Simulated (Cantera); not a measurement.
Cantera with NASA thermochemical tables; ideal gases at 1 bar, condensed phases pure. Values are per mole of reaction as written; species without (g) are pure solids or liquids, kept so even where they would boil at 1 bar.

3 H2(g) + O3(g) → 3 H2O(g)

| T (K) | ΔH° (kJ) | ΔS° (J/K) | ΔG° (kJ) | log10 K |
|---|---|---|---|---|
| 948 | -885.3 | -96.9 | -793.5 | 43.72 |
| 1148 | -889.5 | -100.9 | -773.6 | 35.20 |
| 1348 | -892.8 | -103.6 | -753.2 | 29.18 |
| 1548 | -895.6 | -105.5 | -732.3 | 24.71 |
| 1748 | ? | ? | ? | ? |
| 1948 | ? | ? | ? | ? |
| 2148 | -904.7 | -110.4 | -667.4 | 16.23 |
| 2348 | -908.6 | -112.2 | -645.2 | 14.35 |

Problem. Complete the blanks.

Solution. 
- 1748, ΔH° (kJ): -898.4
- 1748, ΔS° (J/K): -107.2
- 1748, ΔG° (kJ): -711.0
- 1748, log10 K: 21.25
- 1948, ΔH° (kJ): -901.3
- 1948, ΔS° (J/K): -108.8
- 1948, ΔG° (kJ): -689.4
- 1948, log10 K: 18.48
